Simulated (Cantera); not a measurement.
# TiCl4 + CH4 (titanium nitride, carbide and oxide coatings)

Charge: 1 mol TiCl4, 0.32 mol CH4, at 15.0 Torr.

These are equilibrium values from Cantera (NASA tables, ideal gas, pure condensed phases), not measurements of a reactor. Candidate condensed phases: C, C6H6, C7H8, C8H18, Ti, TiC, TiCl2, TiCl3, TiCl4; 96 gas species. The tables' values for TiCl2 are old estimates; treat these amounts as uncertain. TiC: taken at fixed stoichiometry. The numbers say what is thermodynamically allowed, not how fast it happens.

From 1075 K to 1675 K the condensed part is C(graphite) + TiC(s). The main Ti-bearing gas is TiCl4 at 1075 K and TiCl3 at 1675 K. The share of Ti in condensed phases is highest at 1375 K (12.3 %) and lowest at 1075 K (8.0 %).

```
T (K)  x HCl  x TiCl4  x TiCl3    x H2   x TiCl2      x Cl       x H  n C(graphite)  n TiC(s)
-----  -----  -------  -------  ------  --------  --------  --------  -------------  --------
1075   0.227    0.479   0.0442   0.250   6.77e-7   4.24e-8   5.19e-8          0.240    0.0802
1175   0.311    0.411   0.0819   0.197   5.68e-6   5.30e-7   3.84e-7          0.216     0.104
1275   0.383    0.338    0.131   0.149   3.29e-5   4.39e-6   2.01e-6          0.201     0.119
1375   0.437    0.267    0.185   0.111  0.000142   2.64e-5   8.07e-6          0.197     0.123
1475   0.475    0.204    0.237  0.0832  0.000484  0.000122   2.65e-5          0.202     0.118
1575   0.499    0.153    0.282  0.0640   0.00137  0.000461   7.43e-5          0.211     0.109
1675   0.515    0.113    0.317  0.0506   0.00333   0.00147  0.000185          0.220    0.0998
```
x: gas mole fraction; n: condensed amount in mol.
